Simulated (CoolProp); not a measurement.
Saturated liquid density (kg/m³) of R114: the reference equation beside estimates from Tc = 420.6 K, pc = 33.52 bar, ω = 0.252. Rackett uses Z = 0.29056 − 0.08775 ω.

Values from CoolProp's reference Helmholtz-energy equation of state, Platzer 1990. This equation is an older, rougher fit; its heat capacities, sound speeds and derivatives of the liquid may be far off and weren't checked against measurements.

```
T (K)  reference  Rackett  van der Waals  Soave-Redlich-Kwong  Peng-Robinson
-----  ---------  -------  -------------  -------------------  -------------
321.1       1381     1459          880.1                 1315           1492
332.3       1342     1417          854.5                 1270           1441
343.6       1300     1372          826.8                 1219           1384
354.8       1255     1324          797.2                 1165           1322
366.1       1205     1271          764.5                 1104           1252
377.3       1149     1213          728.4                 1036           1173
388.6       1083     1146          686.9                956.5           1081
399.8       1001     1066          637.6                862.2          970.1
411        881.9    954.2          572.3                738.0          823.1
```

Absolute difference from the reference over all 9 rows, mean and median: Rackett 6.0 and 5.6 %, van der Waals 36.3 and 36.4 %, Soave-Redlich-Kwong 9.3 and 8.4 %, Peng-Robinson 4.8 and 5.3 %.
